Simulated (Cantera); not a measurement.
An isothermal plug-flow reactor at 848 K and 1.00 bar (inlet), inlet velocity 0.13 m/s, active area per volume 320 1/m; feed CH4 : O2 : N2 : H2O = 0.0021 : 0.064 : 0.79 : 0.01 (molar parts).

Detailed kinetics in Cantera: Deutschmann's 1995 Pt surface mechanism with GRI-Mech 3.0 gas chemistry. Catalytic surfaces can have several steady states; this one follows from the mechanism file's or the stated starting coverage. Mass transfer to the wall is taken as infinitely fast.

Problem. What does this change do: inlet velocity 0.13 to 0.42 m/s?

Solution. 
```tsv
quantity	before	after
x(CH4) at z = 0.012 m	0.00203	0.00229
x(O2) at z = 0.012 m	0.0731	0.0736
x(H2O) at z = 0.012 m	0.0123	0.0118
x(CO2) at z = 0.012 m	0.000394	0.000129
x(CO) at z = 0.012 m	4.17e-7	4.72e-7
θ(free Pt) at the exit	0.0709	0.0707
θ(O*) at the exit	0.927	0.927
θ(OH*) at the exit	0.00239	0.00233
```

Problem. What does this change do: temperature 848 to 975 K?

Solution. 
```json
[
 {"quantity": "x(CH4) at z = 0.012 m", "before": "0.00203", "after": "0.000391"},
 {"quantity": "x(O2) at z = 0.012 m", "before": "0.0731", "after": "0.0699"},
 {"quantity": "x(H2O) at z = 0.012 m", "before": "0.0123", "after": "0.0156"},
 {"quantity": "x(CO2) at z = 0.012 m", "before": "0.000394", "after": "0.00200"},
 {"quantity": "x(CO) at z = 0.012 m", "before": "4.17e-7", "after": "2.01e-7"},
 {"quantity": "θ(free Pt) at the exit", "before": "0.0709", "after": "0.188"},
 {"quantity": "θ(O*) at the exit", "before": "0.927", "after": "0.810"},
 {"quantity": "θ(OH*) at the exit", "before": "0.00239", "after": "0.00240"}
]
```
